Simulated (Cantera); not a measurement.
A closed system holds: 1 mol PbO, 0.14 mol CO, 0.13 mol N2, equilibrated at 1423.15 K and 1.10 mbar.

These are equilibrium values from Cantera (NASA tables, ideal gas, pure condensed phases), not measurements of a reactor. Candidate condensed phases: C, Pb, PbO, PbO2, Pb3O4; 27 gas species. Gases not in the tables: (PbO)n polymers. The numbers say what is thermodynamically allowed, not how fast it happens.

Base state: PbO 0.541, Pb 0.207, CO2 0.105, N2 0.0971, O2 0.0509, NO 0.000142, CO 2.03e-5 (mole fractions); condensed: gas only.

Q: What changes in the equilibrium state with this change: temperature from 1423.15 K to 1498 K?

A: 
```
species    before     after
-------  --------  --------
PbO         0.541     0.474
Pb          0.207     0.254
CO2         0.105     0.102
O2         0.0509    0.0757
N2         0.0971    0.0945
O         9.18e-6   3.27e-5
CO        2.03e-5   5.30e-5
NO       0.000142  0.000252
```

Q: What changes in the equilibrium state with this change: CO from 0.14 to 6.9 mol?

A: 
```json
[
 {"species": "CO", "before": "2.03e-5", "after": "0.735"},
 {"species": "Pb", "before": "0.207", "after": "0.125"},
 {"species": "CO2", "before": "0.105", "after": "0.125"},
 {"species": "PbO", "before": "0.541", "after": "1.07e-5"},
 {"species": "O2", "before": "0.0509", "after": "<1e-9"},
 {"species": "N2", "before": "0.0971", "after": "0.0162"},
 {"species": "NO", "before": "0.000142", "after": "1.91e-9"}
]
```
